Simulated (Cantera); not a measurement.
Charge: 1 mol SrCl₂, 8.7 mol H₂O, 8.8 mol N₂, held at 1.73 Torr.

Equilibrium computed with Cantera from the NASA thermochemical tables; the gas is ideal and each condensed phase is pure. Candidate condensed phases: H₂O, NH₄Cl, Sr, SrCl₂, SrO, Sr(OH)₂; 35 gas species. Condensed phases not in the tables: oxide chlorides. The numbers say what is thermodynamically allowed, not how fast it happens. All values below are at 1925 °C.

Base state: N₂ 0.443, H₂O 0.347, H₂ 0.0547, SrCl₂ 0.0345, H 0.0272, OH 0.0240, O₂ 0.0222, HCl 0.0209 (mole fractions); condensed: SrO(s).

### Question
What changes in the equilibrium state with this change: pressure from 1.73 Torr to 7.50 Torr?

### Answer
```
species        before     after
-----------  --------  --------
N₂              0.443     0.458
H₂O             0.347     0.391
SrCl₂          0.0345    0.0375
H₂             0.0547    0.0373
H              0.0272    0.0108
O₂             0.0222    0.0139
OH             0.0240    0.0157
HCl            0.0209    0.0231
Sr           0.000919  0.000128
SrO           0.00112  0.000257
O             0.00830   0.00315
SrO(s), mol     0.166     0.221
```
